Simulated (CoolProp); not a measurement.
Vapour-liquid equilibrium of dimethyl ether (1) + isobutane (2) at 266.5 K; x and y are mole fractions of (1).

The numbers come from the multi-fluid Helmholtz-energy mixture model, Wu 2011 and Bücker 2006; pair parameters Bell 2016 in CoolProp.

| x | bubble pressure (kPa) | y at the bubble point | dew pressure at overall composition x (kPa) | liquid density (mol/L) |
|---|---|---|---|---|
| 0.05 | 134.4 | [?] | 127.5 | 10.29 |
| 0.15 | 153.2 | 0.300 | 136.9 | 10.65 |
| 0.25 | 168.1 | [?] | 147.5 | 11.04 |
| 0.35 | 179.9 | 0.515 | 159.1 | 11.47 |
| 0.45 | 189.4 | 0.591 | 171.6 | 11.93 |
| 0.55 | 196.9 | 0.659 | 184.3 | 12.43 |
| 0.65 | [?] | 0.723 | [?] | 12.99 |
| 0.75 | 207.1 | [?] | 204.7 | 13.60 |
| 0.85 | 209.9 | 0.862 | 209.6 | 14.27 |
| 0.95 | 210.5 | 0.949 | 210.5 | 15.01 |

What belongs in the gaps?


- 0.05, y at the bubble point: 0.124
- 0.25, y at the bubble point: 0.422
- 0.65, bubble pressure (kPa): 202.8
- 0.65, dew pressure at overall composition x (kPa): 195.9
- 0.75, y at the bubble point: 0.789

y crosses x between x = 0.85 and 0.95: the model has an azeotrope there.

The pair parameters rest on a limited set of measurements; away from them the model extrapolates.
